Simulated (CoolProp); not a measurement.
Vapour-liquid equilibrium of ethylbenzene (1) + o-xylene (2) at 473 K; x and y are mole fractions of (1).

Model: multi-fluid Helmholtz-energy mixture model, Zhou 2012 and Zhou 2012; pair parameters Bell 2016, in CoolProp.

Question: Give the bubble pressure and the first vapour's composition at x = 0.35, 0.5, 0.95. Is there an azeotrope?

Answer: x = 0.35: 386.9 kPa, y = 0.389; x = 0.5: 398.1 kPa, y = 0.541; x = 0.95: 427.9 kPa, y = 0.955. No azeotrope shows between x = 0.05 and 0.95.

The pair parameters rest on a limited set of measurements; away from them the model extrapolates.
